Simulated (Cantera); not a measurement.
## Si2H6 + CO2 (silicon oxide and oxynitride deposition)

Input: 1 mol Si2H6, 19 mol CO2, equilibrated at 0.133 bar.

Equilibrium computed with Cantera from the NASA thermochemical tables; the gas is ideal and each condensed phase is pure. Candidate condensed phases: C, C6H6, C7H8, C8H18, H2O, Si, SiC, SiO2; 123 gas species. The feed counts by its element totals alone. The numbers say what is thermodynamically allowed, not how fast it happens.

```csv
T (K),log p CO2,log p CO,log p H2O,log p H2,log p CH4,log p HCOOH,log p HCHO (formaldehyde),n C(graphite),n SiO2(α-quartz),n SiO2(β-quartz)
550,-0.95,-4.04,-1.70,-3.03,-3.44,-10.53,<-12,3.33,2.00,0
600,-0.95,-3.36,-1.73,-2.69,-3.40,-10.09,-12.14,3.21,2.00,0
650,-0.96,-2.78,-1.78,-2.41,-3.41,-9.75,-11.31,3.00,2.00,0
700,-0.97,-2.29,-1.86,-2.21,-3.48,-9.50,-10.63,2.58,2.00,0
750,-1.00,-1.87,-1.97,-2.06,-3.62,-9.33,-10.10,1.75,2.00,0
800,-1.07,-1.53,-2.13,-1.97,-3.81,-9.27,-9.69,0.171,2.00,0
850,-1.08,-1.49,-2.08,-2.00,-4.78,-9.28,-9.70,0,0,2.00
```
log p: log10 of the partial pressure in bar; n: condensed amount in mol.

From 550 K to 800 K the condensed part is C(graphite) + SiO2(α-quartz). At 850 K the condensed part is SiO2(β-quartz).
